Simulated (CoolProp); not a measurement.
n-nonane at 341.38 K and 0.117 MPa flows at 0.33 m/s in a round tube of 25 mm bore and 45 µm roughness, fully developed (64/Re and Nu = 3.66 if laminar; Colebrook and Gnielinski if turbulent). Each further row changes one setting.

Model: reference Helmholtz-energy equation of state, Lemmon 2006, in CoolProp. It is a short technical equation, of lower accuracy than the large ones.

```csv
case,Reynolds number,Darcy friction factor,pressure drop (Pa/m),heat-transfer coefficient (W/(m² K)),mass flow (kg/h)
as stated,13700,0.0315,46.6,555,___
velocity 0.66 m/s,27500,0.0280,166,1070,793
diameter 50 mm,27500,0.0261,___,512,___
```

### Question
What belongs in the gaps?

### Answer

- as stated, mass flow (kg/h): 396
- diameter 50 mm, pressure drop (Pa/m): 19.4
- diameter 50 mm, mass flow (kg/h): 1590

Viscosity comes from a separate model (Huber 2004). Thermal conductivity comes from a separate model (Huber 2005).
